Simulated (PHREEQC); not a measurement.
Dissolve 0.0085 mol H2SO4 and 0.0036 mol KH2PO4 per kg of water at 20 °C. Closed to the air; pH follows from the charge balance.

The numbers come from PHREEQC with the ion-association model, phreeqc.dat.

No solid was allowed to form.

Q: Order these S species by the share of S that they hold, largest first: SO4-2, KSO4-, HSO4-.

A: SO4-2 (62 %), HSO4- (38 %), KSO4- (0.80 %)

The pH is 1.98 and the ionic strength 0.0205 mol/kgw. Complexes and solids missing from the database can't appear.
